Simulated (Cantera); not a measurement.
Feed: 1 mol trisilylamine, 8.6 mol N₂, 26 mol H₂, equilibrated at 0.0133 bar.

Method: chemical equilibrium by Gibbs-energy minimisation in Cantera with the NASA 1993 tables (ideal gas, pure condensed phases). Candidate condensed phases: Si, Si₃N₄; 18 gas species. The feed counts by its element totals alone. Kinetics and transport are ignored.

**Question.** At 1325 °C, list the 3 most abundant gas species with their mole fractions, and the condensed phases.

**Answer.** H₂ 0.811, N₂ 0.189, H 0.000415. Condensed: Si₃N₄(s).
